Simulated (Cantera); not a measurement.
Charge: 1 mol PbCl2, 0.18 mol H2, a varied amount of N2, equilibrated at 948.15 K and 8.10 mbar.

Equilibrium computed with Cantera from the NASA thermochemical tables; the gas is ideal and each condensed phase is pure. Candidate condensed phases: NH4Cl, Pb, PbCl2; 17 gas species. The tables' values for PbCl4 are old estimates; treat these amounts as uncertain. Equilibrium is a limit: real reactors are often held back by kinetics, nucleation or transport.

x: gas mole fraction; n: condensed amount in mol.

```csv
n(N2) (mol),x N2,x PbCl2,x HCl,x PbCl,x H2,n Pb(l)
14,0.917,0.0463,0.0170,0.0133,0.00328,0.0500
20,0.939,0.0332,0.0122,0.0113,0.00235,0.0193
26,0.952,0.0257,0.00958,0.00973,0.00180,0
31,0.959,0.0216,0.00831,0.00835,0.00141,0
37,0.966,(withheld),(withheld),(withheld),(withheld),0
43,0.970,0.0156,0.00635,0.00626,0.000888,0
49,0.974,0.0137,0.00569,0.00557,0.000734,0
54,0.976,0.0124,0.00523,0.00511,0.000636,0
60,0.978,(withheld),0.00478,(withheld),(withheld),0
66,0.980,0.0101,0.00441,0.00426,0.000470,0
72,0.982,0.00926,0.00409,0.00394,0.000412,0
```

Question: Some entries are withheld; supply them.

Answer: 
- 37, x PbCl2: 0.0181
- 37, x HCl: 0.00719
- 37, x PbCl: 0.00715
- 37, x H2: 0.00110
- 60, x PbCl2: 0.0111
- 60, x PbCl: 0.00465
- 60, x H2: 0.000543
